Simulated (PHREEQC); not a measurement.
Consider water at 25 °C with 8.2 mmol/kgw ZnSO4 and 0.28 mmol/kgw Na2SO4. Closed to the air; pH follows from the charge balance.

Equilibrium calculation in PHREEQC: ion-association model, phreeqc.dat.

```csv
quantity,before,after
pH,5.78,5.82
ionic strength (mol/kgw),0.0235,0.0293
Zn(SO4)2-2 (mol/kgw),0.000117,0.000177
```

### Question
Which change was made?
A) Na2SO4 from 0.00028 to 0.0028 mol/kgw
B) temperature from 25 to 65 °C
C) diluted 10-fold with water
D) temperature from 25 to 75 °C
E) 0.00042 mol/kgw MnSO4 added

### Answer
A, Na2SO4 from 0.00028 to 0.0028 mol/kgw

No solid was allowed to form.
